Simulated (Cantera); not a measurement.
A perfectly stirred reactor is fed with CO : O2 : H2O : N2 : H2 = 0.0075 : 0.087 : 0.051 : 1 : 0.096 (molar parts), equivalence ratio 0.59, at 10.0 bar; it is held at 1375 K, and followed from long to short residence time.

Detailed kinetics in Cantera: GRI-Mech 3.0 (53 species, 325 reactions). The hydrogen kinetics of GRI-Mech 3.0 are dated; newer H2 mechanisms differ, most at raised pressure. The temperature is held fixed by assumption; the heat of reaction is taken as removed at once.

One state of this run: x CO = 0.00217; x O2 = 0.0329; x H2O = 0.118; x NO = 1.16e-7; x CO2 = 0.00411; x NO2 = 1.15e-8; x H2O2 = 8.38e-6. x: mole fraction; the columns are a selection and need not sum to one.

Which value of τ (s) does it belong to?
A) 0.0084
B) 0.0010
C) 0.54
D) 4.3

B, 0.0010
